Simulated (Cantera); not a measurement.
Input (Python, Cantera) and output of one run.

```python
import numpy as np
import cantera as ct

gas_names = """
    CL CLO CL2 O O2 O3 Si SiCL SiCL2 SiCL3 SiCL4 SiO SiO2 Si2 Si3
""".split()
cond_names = """
    Si(cr) Si(L) SiO2(Lqz) SiO2(hqz) SiO2(L)
""".split()


# ... load() reads the species with a 1 bar reference pressure and builds the phases ...
atoms = {
    'SiCl4': {'Si': 1, 'CL': 4},
    'O2': {'O': 2},
}
top_T = {}  # K; cautious upper limits of use, not melting points


# ... equilibrate(T, P, feed) seeds the gas with the atoms and calls Mixture.equilibrate('TP', solver="vcs", rtol=1e-11, max_steps=5000) ...
results = []
feed = {'SiCl4': 1, 'O2': 5.7}  # mol
T = 1650  # K
for P in [5, 17, 59, 210, 710, 2400, 8400, 29000, 100000]:
    mix = equilibrate(T, P, feed)
    results.append((T, P, feed, dict(zip(mix.species_names, mix.species_moles))))

top = {s: max(r[3][s] / sum(r[3][g] for g in gas_names) for r in results) for s in gas_names}
cols = sorted((s for s in top if top[s] > 0.0001), key=lambda s: -top[s])[:8]
seen = [c for c in cond_names if any(r[3].get(c, 0) > 1e-12 for r in results)]
print("log10 of partial pressures in bar; condensed amounts in mol")
print(f"{'P/Pa':>10s}" + "".join(f"{s[:9]:>10s}" for s in cols + seen))
for T, P, feed, n in results:
    ng = sum(n[g] for g in gas_names)
    print(f"{P:10.4g}" + "".join(f"{np.log10(max(n[s] / ng * P / 1e5, 1e-99)):10.3f}" for s in cols)
          + "".join(f"{n.get(c, 0):10.4g}" for c in seen))
```

Output:

```
log10 of partial pressures in bar; condensed amounts in mol
      P/Pa        O2        CL       CL2         O       CLO SiO2(hqz)
         5    -4.570    -4.640    -7.611    -6.872    -8.610    0.9999
        17    -4.037    -4.110    -6.551    -6.605    -7.814         1
        59    -3.495    -3.575    -5.482    -6.334    -7.008         1
       210    -2.938    -3.043    -4.417    -6.056    -6.197         1
       710    -2.396    -2.564    -3.460    -5.785    -5.447         1
      2400    -1.845    -2.140    -2.611    -5.509    -4.748         1
      8400    -1.277    -1.764    -1.859    -5.225    -4.087         1
   2.9e+04    -0.720    -1.436    -1.203    -4.947    -3.481         1
     1e+05    -0.171    -1.135    -0.602    -4.672    -2.906         1
```

Method: chemical equilibrium by Gibbs-energy minimisation in Cantera with the NASA 1993 tables (ideal gas, pure condensed phases). The tables hold silica as quartz up to 1696 K and as liquid above; real silica turns to tridymite and cristobalite and melts near 1996 K.
